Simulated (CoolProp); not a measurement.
A single-stage vapour-compression cycle with the fluid: evaporating at 257.15 K (dew point), condensing at 327.15 K (bubble point), superheat 8 K, subcooling 5 K, compressor efficiency 0.75, no pressure losses. The same conditions are run with several fluids, on thermodynamics alone (safety and materials aside).

Values from CoolProp's reference Helmholtz-energy equation of state of each fluid (R507A: Lemmon 2003; R11: Jacobsen 1992; R152A: Outcalt 1996; R124: de Vries 1995; chloromethane (R40): Thol 2014; n-perfluorobutane: Gao 2022). Blends and air are pseudo-pure fits.

```tsv
fluid	cooling COP	pressure ratio	discharge temperature (K)	refrigerating effect (kJ/kg)	volumetric capacity (kJ/m³)
R507A	1.61	7.10	…	86.0	1560
R11	2.26	13.8	376.6	143	…
R152A	2.07	9.11	376.7	215	967
R124	1.98	10.1	…	…	549
chloromethane (R40)	2.14	8.75	442.8	321	…
n-perfluorobutane	…	11.1	327.1	34.8	215
```

What belongs in the gaps?


- R507A, discharge temperature (K): 351.8
- R11, volumetric capacity (kJ/m³): 173
- R124, discharge temperature (K): 346.3
- R124, refrigerating effect (kJ/kg): 100
- chloromethane (R40), volumetric capacity (kJ/m³): 1080
- n-perfluorobutane, cooling COP: 1.30

The compression ends wet for: n-perfluorobutane.
